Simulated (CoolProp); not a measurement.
Properties of water at several states.

Values from CoolProp's reference Helmholtz-energy equation of state, Wagner 2002.

```
T (°C)  p (MPa)   phase  density (kg/m³)  cp (kJ/(kg K))  viscosity (µPa s)  conductivity (mW/(m K))
------  -------  ------  ---------------  --------------  -----------------  -----------------------
310.55     3.16     gas                …               …               20.5                     50.3
559.85     13.4     gas                …           2.619               31.7                     85.8
43.75     0.197  liquid            990.8           4.180                609                      633
```

**Question.** What belongs in the gaps?

**Answer.** 
- 310.55, density (kg/m³): 12.72
- 310.55, cp (kJ/(kg K)): 2.521
- 559.85, density (kg/m³): 37.86

Viscosity comes from a separate model (Huber 2009). Thermal conductivity comes from a separate model (Huber 2012).
